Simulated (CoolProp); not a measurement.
Vapour-liquid equilibrium of carbon dioxide (1) + R125 (2) at -43.55 °C; x and y are mole fractions of (1).

Model: multi-fluid Helmholtz-energy mixture model, Span 1996 and Lemmon 2005; pair parameters Bell 2016, in CoolProp.

```tsv
x	bubble pressure, mixture model (MPa)	bubble pressure, Raoult's law (MPa)	y, mixture model	y, Raoult's law
0.05	0.1769	0.1636	0.310	0.269
0.2	0.3228	0.2767	0.664	0.636
0.35	0.4502	0.3897	0.791	0.790
0.5	0.5588	0.5027	0.858	0.875
0.65	0.6550	0.6157	0.905	0.928
0.8	0.7475	0.7287	0.945	0.965
0.95	0.8447	0.8418	0.985	0.993
```

The largest gap from Raoult's law is +16.7 % in bubble pressure, at x = 0.2. No azeotrope shows between x = 0.05 and 0.95.

Pair parameters are fitted to limited data, so mixtures are less certain than the pure fluids.
